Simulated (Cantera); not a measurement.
An adiabatic, constant-volume homogeneous reactor starts with CH₄ : H₂ : O₂ : N₂ = 1 : 0.87 : 5.53 : 20.8 (molar parts), at 1350 K and 5.00 bar. Integrator tolerance rtol = 1e-08.

Computed with Cantera and GRI-Mech 3.0 (53 species, 325 reactions).

Problem. What does this change do: O2 5.53 to 3.5 parts?

Solution. 
```json
[
 {"quantity": "time of steepest temperature rise", "before": "73.5 µs", "after": "0.122 ms"},
 {"quantity": "temperature at 0.300 s", "before": "2465 K", "after": "2545 K"},
 {"quantity": "equilibrium temperature", "before": "2465 K", "after": "2545 K"},
 {"quantity": "x(CH₄) at 0.300 s", "before": "<1e-12 (gas-phase equilibrium <1e-12)", "after": "<1e-12 (gas-phase equilibrium <1e-12)"},
 {"quantity": "x(H₂) at 0.300 s", "before": "0.000522 (gas-phase equilibrium 0.000522)", "after": "0.00136 (gas-phase equilibrium 0.00136)"},
 {"quantity": "x(O₂) at 0.300 s", "before": "0.102 (gas-phase equilibrium 0.102)", "after": "0.0361 (gas-phase equilibrium 0.0361)"},
 {"quantity": "x(HCO) at 0.300 s", "before": "2.48e-10 (gas-phase equilibrium 2.48e-10)", "after": "1.33e-9 (gas-phase equilibrium 1.33e-9)"},
 {"quantity": "x(CH₂O) at 0.300 s", "before": "2.10e-12 (gas-phase equilibrium 2.10e-12)", "after": "1.47e-11 (gas-phase equilibrium 1.47e-11)"}
]
```

Problem. What does this change do: pressure from 5.00 bar to 1.01 bar?

Solution. 
| quantity | before | after |
|---|---|---|
| time of steepest temperature rise | 73.5 µs | 0.227 ms |
| temperature at 0.300 s | 2465 K | 2434 K |
| equilibrium temperature | 2465 K | 2434 K |
| x(CH₄) at 0.300 s | <1e-12 (gas-phase equilibrium <1e-12) | <1e-12 (gas-phase equilibrium <1e-12) |
| x(H₂) at 0.300 s | 0.000522 (gas-phase equilibrium 0.000522) | 0.000975 (gas-phase equilibrium 0.000975) |
| x(O₂) at 0.300 s | 0.102 (gas-phase equilibrium 0.102) | 0.102 (gas-phase equilibrium 0.102) |
| x(HCO) at 0.300 s | 2.48e-10 (gas-phase equilibrium 2.48e-10) | 2.51e-10 (gas-phase equilibrium 2.51e-10) |
| x(CH₂O) at 0.300 s | 2.10e-12 (gas-phase equilibrium 2.10e-12) | 1.43e-12 (gas-phase equilibrium 1.43e-12) |
